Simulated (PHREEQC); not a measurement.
Buffer: an equilibrium model

Dissolve 0.0013 mol HF, 0.00041 mol NaOH and 0.036 mol LiCl per kg of water at 80 °C. Closed to the air; pH follows from the charge balance.

Model: ion-association model, wateq4f.dat, run in PHREEQC.

This is a speciation only: nothing precipitates in the calculation.

**Question.** Predict the pH.

**Answer.** pH 3.62.

**Question.** In which forms is F present?

**Answer.** F- 53 %, HF 46 % of the F.

At this temperature some constants are extrapolated from 25 °C, and those without enthalpy data are left unchanged.
